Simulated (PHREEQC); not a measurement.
0.013 g of hydrous ferric oxide (600 m²/g; 0.2 weak and 0.005 strong sites per Fe, Dzombak-Morel constants, diffuse double layer) in 1 kg of water with 0.001 mol/kgw of an inert sodium salt and 3.2e-05 mmol/kgw CuCl2 and 0.00087 mmol/kgw H3BO3, at 25 °C; the pH is set by adding NaOH or the inert anion's acid. Oxygen is held at 0.21 atm. No CO2 enters from the air. Precipitation was switched off in this run.

The series has 13 steps of pH, from 4 to 10.

Equilibrium calculation in PHREEQC: ion-association model, wateq4f.dat.

Q: Near which pH is half of the Cu sorbed, and on which side is more sorbed?

A: Near pH 5.7, with more sorbed at higher pH.

Complexes and solids missing from the database can't appear. The database's constant for dissolved Cu(OH)2 is higher than later reviews accept.
